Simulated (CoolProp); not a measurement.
A simple Rankine cycle with benzene: condensing at 311.15 K, boiler at 0.927 MPa, turbine inlet 449.4 K, turbine efficiency 0.7, pump efficiency 0.7, no recuperator. Each further row changes one setting.

The numbers come from the reference Helmholtz-energy equation of state, Thol 2012 in CoolProp.

```csv
case,thermal efficiency (%),net work (kJ/kg),heat in (kJ/kg),turbine exit temperature (K),volume ratio over the turbine
as stated,17.0,100,588,363.9,39.4
turbine inlet 469.4 K,17.1,107,625,385.8,38.9
condensing temperature 303.15 K,18.0,108,602,357.4,54.7
boiler pressure 0.649 MPa,15.8,94.2,597,375.0,26.8
turbine efficiency 0.6,14.5,85.5,588,374.8,40.6
```
